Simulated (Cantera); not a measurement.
A perfectly stirred reactor is fed with CO : H₂ : O₂ : N₂ = 1 : 0.093 : 1.33 : 5.01 (molar parts), equivalence ratio 0.41, at 0.987 atm; it is adiabatic with a 500 K inlet, and is followed from long to short residence time, starting on the burning branch (τ in s: 0.13, 0.041, 0.013, 0.004, 0.0012, 0.00039, 0.00012, 3.7e-05, 1.2e-05).

Cantera simulation using GRI-Mech 3.0 (53 species, 325 reactions); the numbers are that mechanism's predictions, not measurements.

Task: What does this change do: pressure from 0.987 atm to 12.8 atm?

Result: 
| quantity | before | after |
|---|---|---|
| blow-out, bracketed by the residence times tried | burning at 1.20 ms, out at 0.390 ms | burning at 1.20 ms, out at 0.390 ms |
| x(CO) at τ = 0.130 s | 0.00159 | 0.000264 |
| x(H₂) at τ = 0.130 s | 3.06e-5 | 2.70e-6 |
| x(O₂) at τ = 0.130 s | 0.114 | 0.114 |
| x(CO₂) at τ = 0.130 s | 0.143 | 0.145 |
| x(HO₂) at τ = 0.130 s | 1.84e-6 | 1.14e-6 |
| x(CO) at τ = 1.20 ms | 0.0308 | 0.00809 |
| x(H₂) at τ = 1.20 ms | 0.000402 | 6.43e-5 |
| x(O₂) at τ = 1.20 ms | 0.124 | 0.117 |
| x(CO₂) at τ = 1.20 ms | 0.112 | 0.136 |
| x(HO₂) at τ = 1.20 ms | 1.95e-5 | 2.41e-5 |
The hydrogen kinetics of GRI-Mech 3.0 are dated; newer H2 mechanisms differ, most at raised pressure. The pressure lies above the range GRI-Mech 3.0 was tuned for (to about 10 atm).
